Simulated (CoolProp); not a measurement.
Cyclopropane along the isotherm 154.85 °C: density (kg/m³) from the reference equation and from simpler models built on Tc = 125.5 °C, pc = 56.05 bar, ω = 0.131; each cubic takes its own stable root.

The numbers come from the reference Helmholtz-energy equation of state, Polt 1992 in CoolProp. This equation is an older, rougher fit; its heat capacities, sound speeds and derivatives of the liquid may be far off and weren't checked against measurements.

```json
[
 {"p (bar)": "0.885", "phase": "gas", "reference": "1.051"},
 {"p (bar)": "1.43", "phase": "gas", "reference": "1.703"},
 {"p (bar)": "2.31", "phase": "gas", "reference": "2.764"},
 {"p (bar)": "3.73", "phase": "gas", "reference": "4.495"},
 {"p (bar)": "6.03", "phase": "gas", "reference": "7.354"},
 {"p (bar)": "9.75", "phase": "gas", "reference": "12.13"},
 {"p (bar)": "15.7", "phase": "gas", "reference": "20.21"},
 {"p (bar)": "25.4", "phase": "gas", "reference": "34.74"},
 {"p (bar)": "41.1", "phase": "gas", "reference": "63.34"},
 {"p (bar)": "66.4", "phase": "supercritical", "reference": "140.1"},
 {"p (bar)": "107", "phase": "supercritical", "reference": "361.2"},
 {"p (bar)": "173", "phase": "supercritical", "reference": "444.4"},
 {"p (bar)": "280", "phase": "supercritical", "reference": "498.9"}
]
```

Problem. How far does each simpler model (ideal gas, Redlich-Kwong, Soave-Redlich-Kwong, Peng-Robinson) lie from the reference over these 13 states: mean and median of the absolute difference, and the worst?

Solution. 
- ideal gas: mean 19.5 %, median 8.1 %, worst -65.0 % at 154.85 °C and 107 bar
- Redlich-Kwong: mean 2.1 %, median 0.0 %, worst -11.3 % at 154.85 °C and 107 bar
- Soave-Redlich-Kwong: mean 2.8 %, median 0.2 %, worst -14.2 % at 154.85 °C and 107 bar
- Peng-Robinson: mean 1.5 %, median 0.9 %, worst -6.6 % at 154.85 °C and 107 bar
